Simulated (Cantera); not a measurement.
Feed: 1 mol TiO2, 1.3 mol Al2O3, 0.36 mol O2, equilibrated at 977 °C and 0.100 bar.

Equilibrium computed with Cantera from the NASA thermochemical tables; the gas is ideal and each condensed phase is pure. Candidate condensed phases: Al, Al2O3, Ti, TiO, TiO2, Ti2O3, Ti3O5, Ti4O7; 12 gas species. Mutual solubility and eutectic melting of coexisting phases are not modelled. Condensed phases not in the tables: mixed aluminates and titanates, alloys, solid solutions and most ternary compounds. Kinetics and transport are ignored.

**Question.** What is the equilibrium state?

**Answer.** 
```json
{
 "x(O2)": "1.00",
 "n(Al2O3(s))": "1.30 mol",
 "n(TiO2(rutile))": "1.00 mol",
 "gas_amount": "0.3600 mol",
 "log10 activity of Ti4O7(s) (absent)": "-9.70",
 "log10 activity of Ti3O5(s) (absent)": "-9.89",
 "log10 activity of Ti2O3(s) (absent)": "-10.34"
}
```
